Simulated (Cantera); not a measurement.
An adiabatic, constant-volume homogeneous reactor starts with CH₄ : O₂ : N₂ = 1 : 6.67 : 25.1 (molar parts), equivalence ratio 0.30, at 1775 K and 9.60 bar. Integrator tolerance rtol = 1e-08.

Cantera simulation using GRI-Mech 3.0 (53 species, 325 reactions); the numbers are that mechanism's predictions, not measurements.

Q: What does this change do: 2 parts CO2 added?

A: 
| quantity | before | after |
|---|---|---|
| time of steepest temperature rise | 17.1 µs | 18.3 µs |
| temperature at 1.00 s | 2497 K | 2433 K |
| equilibrium temperature | 2497 K | 2433 K |
| x(CH₄) at 1.00 s | <1e-12 (gas-phase equilibrium <1e-12) | <1e-12 (gas-phase equilibrium <1e-12) |
| x(O₂) at 1.00 s | 0.132 (gas-phase equilibrium 0.132) | 0.126 (gas-phase equilibrium 0.126) |
| x(N₂O) at 1.00 s | 3.56e-6 (gas-phase equilibrium 3.56e-6) | 2.88e-6 (gas-phase equilibrium 2.88e-6) |
| x(CO) at 1.00 s | 0.000810 (gas-phase equilibrium 0.000810) | 0.00169 (gas-phase equilibrium 0.00169) |
| x(C₂H₂) at 1.00 s | <1e-12 (gas-phase equilibrium <1e-12) | <1e-12 (gas-phase equilibrium <1e-12) |
| x(H₂O₂) at 1.00 s | 5.43e-7 (gas-phase equilibrium 5.43e-7) | 4.32e-7 (gas-phase equilibrium 4.32e-7) |
| x(NO₂) at 1.00 s | 4.62e-5 (gas-phase equilibrium 4.62e-5) | 4.04e-5 (gas-phase equilibrium 4.04e-5) |

Q: What does this change do: pressure from 9.60 bar to 1.01 bar?

A: 
| quantity | before | after |
|---|---|---|
| time of steepest temperature rise | 17.1 µs | 0.122 ms |
| temperature at 1.00 s | 2497 K | 2454 K |
| equilibrium temperature | 2497 K | 2454 K |
| x(CH₄) at 1.00 s | <1e-12 (gas-phase equilibrium <1e-12) | <1e-12 (gas-phase equilibrium <1e-12) |
| x(O₂) at 1.00 s | 0.132 (gas-phase equilibrium 0.132) | 0.131 (gas-phase equilibrium 0.131) |
| x(N₂O) at 1.00 s | 3.56e-6 (gas-phase equilibrium 3.56e-6) | 1.06e-6 (gas-phase equilibrium 1.06e-6) |
| x(CO) at 1.00 s | 0.000810 (gas-phase equilibrium 0.000810) | 0.00192 (gas-phase equilibrium 0.00192) |
| x(C₂H₂) at 1.00 s | <1e-12 (gas-phase equilibrium <1e-12) | <1e-12 (gas-phase equilibrium <1e-12) |
| x(H₂O₂) at 1.00 s | 5.43e-7 (gas-phase equilibrium 5.43e-7) | 1.54e-7 (gas-phase equilibrium 1.54e-7) |
| x(NO₂) at 1.00 s | 4.62e-5 (gas-phase equilibrium 4.62e-5) | 1.44e-5 (gas-phase equilibrium 1.44e-5) |
